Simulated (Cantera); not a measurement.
Feed: 1 mol CuO, 0.93 mol CO, 0.15 mol H₂, held at 1798.15 K and 0.0100 bar.

These are equilibrium values from Cantera (NASA tables, ideal gas, pure condensed phases), not measurements of a reactor. Candidate condensed phases: C, C₆H₆, C₇H₈, C₈H₁₈, Cu, CuO, Cu(OH)₂, Cu₂O, H₂O; 113 gas species. The numbers say what is thermodynamically allowed, not how fast it happens.

Base state: CO₂ 0.746, H₂O 0.128, CO 0.0682, Cu 0.0530, H₂ 0.00307, OH 0.000536, O₂ 0.000488, H 0.000195 (mole fractions); condensed: Cu(l).

Question: What changes in the equilibrium state with this change: pressure from 0.0100 bar to 6.70 bar?

Answer: 
```json
[
 {"species": "CO₂", "before": "0.746", "after": "0.790"},
 {"species": "H₂O", "before": "0.128", "after": "0.136"},
 {"species": "CO", "before": "0.0682", "after": "0.0709"},
 {"species": "Cu", "before": "0.0530", "after": "7.91e-5"},
 {"species": "Cu₂", "before": "0.000101", "after": "1.50e-7"},
 {"species": "O", "before": "2.64e-5", "after": "4.02e-8"},
 {"species": "CuO", "before": "1.55e-5", "after": "2.36e-8"},
 {"species": "O₂", "before": "0.000488", "after": "7.56e-7"},
 {"species": "Cu(l), mol", "before": "0.939", "after": "1.000"}
]
```
